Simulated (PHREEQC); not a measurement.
Make-up at 45 °C: 0.037 mol MgCl2, 0.00025 mol NaHCO3 and 0.083 mol NaCl per kg of water. Closed to the air; pH follows from the charge balance.

Equilibrium calculation in PHREEQC: ion-association model, phreeqc.dat.

```tsv
quantity	before	after
pH	7.33	7.45
HCO3- (mol/kgw)	0.000196	0.000211
CO2 (mol/kgw)	1.25e-5	1.07e-5
NaHCO3 (mol/kgw)	4.32e-6	4.96e-6
NaCO3- (mol/kgw)	7.97e-7	1.16e-6
CO3-2 (mol/kgw)	6.62e-7	8.59e-7
SI of Halite (NaCl)	-3.75	-3.84
```

Question: Name the change that produced these shifts.
A. MgCl2 replaced by (CH3)4NCl at the same molality
B. temperature from 45 to 5 °C
C. MgCl2 from 0.037 to 0.0185 mol/kgw
D. diluted 10-fold with water
E. temperature from 45 to 25 °C

Answer: C, MgCl2 from 0.037 to 0.0185 mol/kgw

This is a speciation only: nothing precipitates in the calculation. At this temperature some constants are extrapolated from 25 °C, and those without enthalpy data are left unchanged.
